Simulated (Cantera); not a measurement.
A freely propagating, adiabatic, planar premixed flame of CH₄ : H₂ : O₂ : N₂ = 1 : 0.26 : 2.63 : 9.99 (molar parts), unburnt at 498 K and 1.40 bar; mixture-averaged transport, grid criteria slope 0.08 and curve 0.16, no radiation.

Computed with Cantera and GRI-Mech 3.0 (53 species, 325 reactions). Burning velocities carry a grid error of a few per cent, more on coarse grids.

Task: Predict: laminar burning velocity; thermal thickness; peak x(H₂O₂); peak x(CO).

Result: 
- laminar burning velocity: 74.1 cm/s
- thermal thickness: 0.296 mm
- peak x(H₂O₂): 2.82e-5
- peak x(CO): 0.0346
